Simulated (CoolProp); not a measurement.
Vapour-liquid equilibrium of ethanol (1) + acetone (2) at 472.4 K; x and y are mole fractions of (1).

The numbers come from the multi-fluid Helmholtz-energy mixture model, Schroeder 2014 and Lemmon 2006; pair parameters Bell 2016 in CoolProp.

```tsv
x	bubble pressure (MPa)	y at the bubble point	dew pressure at overall composition x (MPa)	liquid density (mol/L)
0.05	2.792	0.061	2.780	8.980
0.2	2.953	0.227	2.929	9.238
0.35	3.058	0.374	3.044	9.579
0.5	3.111	0.510	3.109	10.01
0.65	3.117	0.644	3.116	10.54
0.8	3.074	0.785	3.067	11.15
0.95	2.981	0.942	2.975	11.84
```

y crosses x between x = 0.5 and 0.65: the model has an azeotrope there.

The pair parameters rest on a limited set of measurements; away from them the model extrapolates.
